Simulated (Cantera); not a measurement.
Input: 1 mol borazine, 190 mol H2, 0.26 mol H2O, equilibrated at 875 K and 0.590 bar.

Method: chemical equilibrium by Gibbs-energy minimisation in Cantera with the NASA 1993 tables (ideal gas, pure condensed phases). Candidate condensed phases: B, BN, B2O3, B3O3H3, H2O; 39 gas species. The feed counts by its element totals alone. Gases not in the tables: H3BO3. Rates play no part.

Base state: H2 0.999, H2O 0.000539, N2 0.000261, NH3 1.42e-5 (mole fractions); condensed: BN(s) + B2O3(l).

Problem. What changes in the equilibrium state with this change: H2 from 190 to 1.7 mol?

Solution. 
| species | before | after |
|---|---|---|
| H2 | 0.999 | 0.981 |
| N2 | 0.000261 | 0.0164 |
| H2O | 0.000539 | 0.00210 |
| NH3 | 1.42e-5 | 0.000110 |
| BN(s), mol | 2.90 | 2.83 |
| B2O3(l), mol | 0.0517 | 0.0831 |
